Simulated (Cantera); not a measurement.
A Cantera script and what it prints.

```python
import numpy as np
import cantera as ct

gas_names = [...]  # 87 gases of nasa_gas.yaml made of C, H, Si
cond_names = """
    C(gr) C6H6(L) C7H8(L) C8H18(L),n-octa Si(cr) Si(L) SiC(b)
""".split()


# ... load() reads the species with a 1 bar reference pressure and builds the phases ...
atoms = {
    'SiH4': {'Si': 1, 'H': 4},
    'C2H4': {'C': 2, 'H': 4},
    'H2': {'H': 2},
}
top_T = {'C(gr)': 4500, 'SiC(b)': 3050}  # K; cautious upper limits of use, not melting points


# ... equilibrate(T, P, feed) seeds the gas with the atoms and calls Mixture.equilibrate('TP', solver="vcs", rtol=1e-11, max_steps=5000) ...
results = []
feed = {'SiH4': 1, 'C2H4': 0.06, 'H2': 440}  # mol
T = 2423  # K
P = 1200  # Pa
mix = equilibrate(T, P, feed)
results.append((T, P, feed, dict(zip(mix.species_names, mix.species_moles))))
print(gas.report(threshold=0.001))
for i in range(1, mix.n_phases):
    print(f"{mix.phase(i).name:16s} {mix.phase_moles(i):12.5e} mol")
```

Output:

```
       temperature   2423 K
          pressure   1200 Pa
           density   0.00011456 kg/m^3
  mean mol. weight   1.9232 kg/kmol
   phase of matter   gas

                          1 kg             1 kmol
                     ---------------   ---------------
          enthalpy        5.0778e+07        9.7657e+07  J
   internal energy        4.0303e+07        7.7511e+07  J
           entropy        1.1965e+05        2.3012e+05  J/K
    Gibbs function       -2.3914e+08       -4.5992e+08  J
 heat capacity c_p             17315             33300  J/K
 heat capacity c_v             12991             24985  J/K

                      mass frac. Y      mole frac. X     chem. pot. / RT
                     ---------------   ---------------   ---------------
                 H          0.078154           0.14911           -12.348
                H2           0.88962           0.84868           -24.696
                Si          0.029366          0.002011           -11.627
     [  +84 minor]         0.0028594        0.00019387

C(gr)             0.00000e+00 mol
Si(L)             0.00000e+00 mol
SiC(b)            0.00000e+00 mol
```

These are equilibrium values from Cantera (NASA tables, ideal gas, pure condensed phases), not measurements of a reactor.
